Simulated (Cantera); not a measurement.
Input: 1 mol SiCl4, 41 mol H2, held at 2.80 mbar.

Method: chemical equilibrium by Gibbs-energy minimisation in Cantera with the NASA 1993 tables (ideal gas, pure condensed phases). Candidate condensed phases: Si; 19 gas species. The tables' values for SiCl3 are old estimates; treat these amounts as uncertain. Equilibrium is a limit: real reactors are often held back by kinetics, nucleation or transport. All values below are at 777 °C.

Base state: H2 0.943, HCl 0.0417, SiCl4 0.00883, SiCl2 0.00344, SiHCl3 0.00207, SiCl3 0.00130, SiH2Cl2 5.55e-5 (mole fractions); condensed: Si(s).

Problem. What changes in the equilibrium state with this change: 0.7 mol NH3 added?

Solution. 
```
species         before    after
-------------  -------  -------
H2               0.943    0.936
HCl             0.0417   0.0536
SiCl4          0.00883  0.00710
SiCl2          0.00344  0.00166
SiH2Cl2        5.55e-5  2.66e-5
SiHCl3         0.00207  0.00129
Si(s), mol       0.333        0
Si3N4(s), mol        0    0.175
```
Further candidate phases: NH4Cl, Si3N4.
